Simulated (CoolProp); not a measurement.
Model: reference Helmholtz-energy equation of state, Thol 2015, in CoolProp.

Task: For octamethylcyclotetrasiloxane (D4), give the phase and the cv (kJ/(kg K)) at 346.85 °C and 6.39 kPa; 346.85 °C and 11.4 kPa.

Result: 
- 346.85 °C and 6.39 kPa: gas; cv 2.01
- 346.85 °C and 11.4 kPa: gas; cv 2.01
